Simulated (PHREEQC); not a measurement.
Model water analysis in mmol/kgw, 25 °C, pH 2.45, pe 10.6: Na 2.35; K 2.82; Ca 4.06; Mg 0.906; Cl 5.32; S(6) 8.66; Fe(3) 0.00158; Li 0.0744; O(0) (counted as O atoms) 0.52; Mn(2) 0.00265; Al 0.261.

Na is adjusted to close the charge balance.
Valence states are taken as typed.

Model: ion-association model, wateq4f.dat, run in PHREEQC.

Precipitation was switched off in this run.

Predict the ionic strength.

ionic strength 0.0278 mol/kgw.

In which forms is Mn present?

Mn+2 76 %, MnSO4 23 %, MnCl+ 0.9 % of the Mn.

Saturation is exceeded, for instance for Hematite (slow to form), Goethite (slow to form); the values hold only as long as no solid forms.
